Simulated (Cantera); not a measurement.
An adiabatic, constant-pressure homogeneous reactor starts with CH₄ : O₂ : N₂ = 1 : 3.92 : 14.7 (molar parts), equivalence ratio 0.51, at 1725 K and 1.00 bar.

Cantera simulation using GRI-Mech 3.0 (53 species, 325 reactions); the numbers are that mechanism's predictions, not measurements.

x: mole fraction; the columns are a selection and need not sum to one.

```csv
t (s),T (K),x CH₄,x O₂,x CH₃,x NO,x OH,x CH₂O
6.00e-6,1725,0.0510,0.200,…,<1e-12,4.83e-7,6.49e-7
1.90e-5,1725,0.0509,0.200,…,1.68e-12,1.03e-6,8.32e-6
6.00e-5,1725,0.0505,0.200,…,1.52e-11,5.00e-6,0.000136
0.000190,2278,<1e-12,0.0971,<1e-12,2.00e-5,0.0182,2.93e-11
0.000600,2563,<1e-12,0.0948,<1e-12,0.000875,0.0149,8.56e-12
0.00190,2576,<1e-12,0.0936,<1e-12,0.00348,0.0142,7.75e-12
0.00600,2569,<1e-12,0.0908,<1e-12,0.00937,0.0138,7.46e-12
0.0190,2561,<1e-12,0.0881,<1e-12,0.0152,0.0134,7.19e-12
0.0600,2560,<1e-12,0.0878,<1e-12,0.0159,0.0133,7.15e-12
0.190,2560,<1e-12,0.0878,<1e-12,0.0159,0.0133,7.15e-12
0.600,2560,<1e-12,0.0878,<1e-12,0.0159,0.0133,7.15e-12
```

### Question
Complete the blanks.

### Answer

- 6.00e-6, x CH₃: 1.50e-5
- 1.90e-5, x CH₃: 5.81e-5
- 6.00e-5, x CH₃: 0.000307
